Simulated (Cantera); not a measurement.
## Carbothermic reduction: Fe₂O₃ + CH₄ + H₂

Input: 1 mol Fe₂O₃, 0.79 mol CH₄, 0.13 mol H₂, equilibrated at 2223 K.

These are equilibrium values from Cantera (NASA tables, ideal gas, pure condensed phases), not measurements of a reactor. Candidate condensed phases: C, C₆H₆, C₇H₈, C₈H₁₈, Fe, Fe(CO)₅, FeO, Fe(OH)₂, Fe(OH)₃, Fe₂O₃, Fe₃O₄, H₂O; 114 gas species. Each liquid is taken as pure. Mutual solubility and eutectic melting of coexisting phases are not modelled. The tables' stoichiometric FeO is somewhat more stable than real wüstite, so its field is too wide. FeO: taken at fixed stoichiometry. Kinetics and transport are ignored.

```csv
P (Pa),x H₂,x Fe,x CO,x H₂O,x H,x O,x CO₂,x O₂,x OH,x FeO,n FeO(l),n Fe(l)
10,0.0700,0.327,0.103,0.119,0.170,0.0698,0.0327,0.0499,0.0416,0.0179,0,0
42,0.0692,0.355,0.0990,0.205,0.0822,0.0290,0.0548,0.0362,0.0352,0.0339,0,0
180,0.0987,0.329,0.124,0.274,0.0474,0.00635,0.0642,0.00743,0.0190,0.0295,0.491,0
750,0.247,0.223,0.200,0.243,0.0368,0.000539,0.0366,0.000223,0.00522,0.00708,1.23,0
3200,0.398,0.107,0.255,0.192,0.0226,6.19e-5,0.0229,1.25e-5,0.00157,0.00166,1.59,0.101
13000,0.442,0.0263,0.280,0.213,0.0118,1.52e-5,0.0252,3.09e-6,0.000822,0.000408,1.59,0.340
56000,0.455,0.00610,0.287,0.219,0.00578,3.54e-6,0.0258,7.17e-7,0.000402,9.48e-5,1.59,0.394
240000,0.459,0.00142,0.289,0.221,0.00280,8.25e-7,0.0260,1.67e-7,0.000195,2.21e-5,1.59,0.407
1000000,0.461,0.000342,0.290,0.222,0.00137,1.98e-7,0.0260,4.01e-8,9.56e-5,5.31e-6,1.59,0.410
```
x: gas mole fraction; n: condensed amount in mol.

From 0.0750 Torr to 0.315 Torr nothing is condensed. From 1.35 Torr to 5.63 Torr the condensed part is FeO(l). From 24.0 Torr to 7500 Torr the condensed part is Fe(l) + FeO(l). The main Fe-bearing gas is Fe throughout.
